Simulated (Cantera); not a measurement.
Cantera run:

```python
import numpy as np
import cantera as ct

gas_names = """
    H H2 Si SiH SiH2 SiH3 SiH4 Si2 Si3
""".split()
cond_names = """
    Si(cr) Si(L)
""".split()


def load(file, names, dense=False):
    # The tables refer to 1 bar. Condensed volumes are neglected.
    table = {s.name: s for s in ct.Species.list_from_file(file)}
    out = []
    for n in names:
        d = dict(table[n].input_data)
        d["thermo"] = dict(d["thermo"], **{"reference-pressure": 1e5})
        if dense:
            d["equation-of-state"] = {"model": "constant-volume", "density": "1e6 g/cm^3"}
        out.append(ct.Species.from_dict(d))
    return out


gas = ct.Solution(thermo="ideal-gas", species=load("nasa_gas.yaml", gas_names))
cond = {s.name: ct.Solution(thermo="fixed-stoichiometry", species=[s], name=s.name)
        for s in load("nasa_condensed.yaml", cond_names, dense=True)}
atoms = {
    'SiH4': {'Si': 1, 'H': 4},
    'H2': {'H': 2},
}
top_T = {}  # K; cautious upper limits of use, not melting points


def equilibrate(T, P, feed):
    n = {}
    for name, mol in feed.items():
        for a, k in atoms[name].items():
            n[a] = n.get(a, 0.0) + k * mol
    gas.TPX = T, P, n
    mass = sum(n.values()) * gas.mean_molecular_weight
    gas.equilibrate("TP")
    valid = [c for c in cond.values() if c.min_temp <= T <= top_T.get(c.name, c.max_temp)]
    mix = ct.Mixture([(gas, mass / gas.mean_molecular_weight)] + [(c, 0.0) for c in valid])
    mix.T, mix.P = T, P
    mix.equilibrate("TP", solver="vcs", rtol=1e-11, max_steps=5000)
    return mix


results = []
feed = {'SiH4': 1, 'H2': 1.1}  # mol
for P in [100, 240, 560, 1300, 3200, 7500, 18000, 42000, 100000]:
    for T in [1325, 1475, 1625, 1775, 1925, 2075, 2225, 2375, 2525]:
        mix = equilibrate(T, P, feed)
        results.append((T, P, feed, dict(zip(mix.species_names, mix.species_moles))))

for T, P, feed, n in results:
    print(f"{T:7g} {P:10.4g}  " + (" + ".join(c for c in cond_names if n.get(c, 0) > 1e-12) or "gas only"))
```

Result:

```
   1325        100  Si(cr)
   1475        100  Si(cr)
   1625        100  Si(cr)
   1775        100  Si(L)
   1925        100  Si(L)
   2075        100  Si(L)
   2225        100  gas only
   2375        100  gas only
   2525        100  gas only
   1325        240  Si(cr)
   1475        240  Si(cr)
   1625        240  Si(cr)
   1775        240  Si(L)
   1925        240  Si(L)
   2075        240  Si(L)
   2225        240  Si(L)
   2375        240  gas only
   2525        240  gas only
   1325        560  Si(cr)
   1475        560  Si(cr)
   1625        560  Si(cr)
   1775        560  Si(L)
   1925        560  Si(L)
   2075        560  Si(L)
   2225        560  Si(L)
   2375        560  gas only
   2525        560  gas only
   1325       1300  Si(cr)
   1475       1300  Si(cr)
   1625       1300  Si(cr)
   1775       1300  Si(L)
   1925       1300  Si(L)
   2075       1300  Si(L)
   2225       1300  Si(L)
   2375       1300  Si(L)
   2525       1300  gas only
   1325       3200  Si(cr)
   1475       3200  Si(cr)
   1625       3200  Si(cr)
   1775       3200  Si(L)
   1925       3200  Si(L)
   2075       3200  Si(L)
   2225       3200  Si(L)
   2375       3200  Si(L)
   2525       3200  Si(L)
   1325       7500  Si(cr)
   1475       7500  Si(cr)
   1625       7500  Si(cr)
   1775       7500  Si(L)
   1925       7500  Si(L)
   2075       7500  Si(L)
   2225       7500  Si(L)
   2375       7500  Si(L)
   2525       7500  Si(L)
   1325    1.8e+04  Si(cr)
   1475    1.8e+04  Si(cr)
   1625    1.8e+04  Si(cr)
   1775    1.8e+04  Si(L)
   1925    1.8e+04  Si(L)
   2075    1.8e+04  Si(L)
   2225    1.8e+04  Si(L)
   2375    1.8e+04  Si(L)
   2525    1.8e+04  Si(L)
   1325    4.2e+04  Si(cr)
   1475    4.2e+04  Si(cr)
   1625    4.2e+04  Si(cr)
   1775    4.2e+04  Si(L)
   1925    4.2e+04  Si(L)
   2075    4.2e+04  Si(L)
   2225    4.2e+04  Si(L)
   2375    4.2e+04  Si(L)
   2525    4.2e+04  Si(L)
   1325      1e+05  Si(cr)
   1475      1e+05  Si(cr)
   1625      1e+05  Si(cr)
   1775      1e+05  Si(L)
   1925      1e+05  Si(L)
   2075      1e+05  Si(L)
   2225      1e+05  Si(L)
   2375      1e+05  Si(L)
   2525      1e+05  Si(L)
```

Cantera equilibrium calculation (NASA polynomials, part measured and part estimated; ideal gas, pure solids and liquids).
